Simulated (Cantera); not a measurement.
A closed system holds: 1 mol SiC, 3.9 mol N2, held at 2798.15 K and 3.90 bar.

Cantera equilibrium calculation (NASA polynomials, part measured and part estimated; ideal gas, pure solids and liquids). Candidate condensed phases: C, Si, SiC, Si3N4; 20 gas species. The tables' values for SiN are old estimates; treat these amounts as uncertain. Equilibrium is a limit: real reactors are often held back by kinetics, nucleation or transport.

Problem. What is the equilibrium state?

Solution. 
```json
{
 "x(N2)": "0.991",
 "x(Si)": "0.00398",
 "x(SiC2)": "0.00221",
 "x(Si2C)": "0.00112",
 "x(SiN)": "0.000529",
 "x(CN)": "0.000473",
 "x(C2N2)": "0.000380",
 "x(Si2N)": "0.000174",
 "x(Si2)": "7.01e-5",
 "n(C(graphite))": "0.0104 mol",
 "n(SiC(s))": "0.963 mol",
 "gas_amount": "3.931 mol",
 "log10 activity of Si(l) (absent)": "-0.35"
}
```
